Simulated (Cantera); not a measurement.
A perfectly stirred reactor is fed with 4.79 % CH₄, 20.0 % O₂, 75.2 % N₂, at 2.27 atm; it is adiabatic with a 525 K inlet, and is followed from long to short residence time, starting on the burning branch (τ in s: 0.5, 0.24, 0.12, 0.058, 0.029, 0.014, 0.0068, 0.0033, 0.0016, 0.0008, 0.00039, 0.00019, 9.4e-05).

Model: GRI-Mech 3.0 (53 species, 325 reactions), integrated in Cantera.

x: mole fraction; the columns are a selection and need not sum to one.

```
τ (s)    T (K)     x CH₄   x O₂     x NO         x O   x CO₂   x H₂O   x H₂O₂
-------  -----  --------  -----  -------  ----------  ------  ------  -------
0.50      1621   4.89e-6  0.104  3.27e-6  (withheld)  0.0478  0.0957  4.58e-8
0.24      1620   8.09e-6  0.104  3.06e-6  (withheld)  0.0478  0.0956  6.30e-8
0.12      1619   1.29e-5  0.104  3.04e-6  (withheld)  0.0477  0.0956  8.63e-8
0.058     1618   2.08e-5  0.104  3.08e-6  (withheld)  0.0476  0.0955  1.21e-7
0.029     1615   3.29e-5  0.104  3.04e-6  (withheld)  0.0474  0.0954  1.65e-7
0.014     1611   5.33e-5  0.104  2.83e-6  (withheld)  0.0471  0.0952  2.29e-7
0.0068    1605   8.67e-5  0.104  2.44e-6  (withheld)  0.0465  0.0950  3.14e-7
0.0033    1596  0.000143  0.105  1.96e-6  (withheld)  0.0456  0.0946  4.29e-7
0.0016    1579  0.000246  0.106  1.47e-6  (withheld)  0.0439  0.0941  5.91e-7
0.00080   1551  0.000453  0.107  1.01e-6  (withheld)  0.0410  0.0932  8.31e-7
0.00039    525    0.0479  0.200   <1e-12      <1e-12  <1e-12  <1e-12   <1e-12
0.00019    525    0.0479  0.200   <1e-12      <1e-12  <1e-12  <1e-12   <1e-12
9.4e-5     525    0.0479  0.200   <1e-12      <1e-12  <1e-12  <1e-12   <1e-12
```

Question: Some entries are withheld; supply them.

Answer: 
- 0.50, x O: 1.27e-5
- 0.24, x O: 1.90e-5
- 0.12, x O: 2.86e-5
- 0.058, x O: 4.46e-5
- 0.029, x O: 6.85e-5
- 0.014, x O: 0.000107
- 0.0068, x O: 0.000166
- 0.0033, x O: 0.000252
- 0.0016, x O: 0.000367
- 0.00080, x O: 0.000478
